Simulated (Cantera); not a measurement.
Predominance diagram of Ta at 1225 K against the partial pressures of O₂ and CO (log10, bar). Standard-state values (1 bar) from the NASA 1993 polynomials, evaluated with Cantera. Candidates: Ta(s), TaC(s), Ta₂O₅(s). Only these pure phases compete in this equilibrium. TaC: taken at fixed stoichiometry. Not in the tables: Ta₂C.

Q: Which phase is stable at these pairs, and which metal-bearing vapour leads over it? (-21, -7.8); (-27, -5.6); (-23, -10); (-19, -6.7); (-7, -10); (-13, -2.3); (-9, -10)

A: 
```
log p(O₂)  log p(CO)     phase  chief vapour  log p (bar)
---------  ---------  --------  ------------  -----------
-21             -7.8  Ta₂O₅(s)          TaO₂        -16.9
-27             -5.6    TaC(s)           TaO        -21.4
-23              -10  Ta₂O₅(s)          TaO₂        -16.4
-19             -6.7  Ta₂O₅(s)          TaO₂        -17.4
-7               -10  Ta₂O₅(s)          TaO₂        -20.4
-13             -2.3  Ta₂O₅(s)          TaO₂        -18.9
-9               -10  Ta₂O₅(s)          TaO₂        -19.9
```
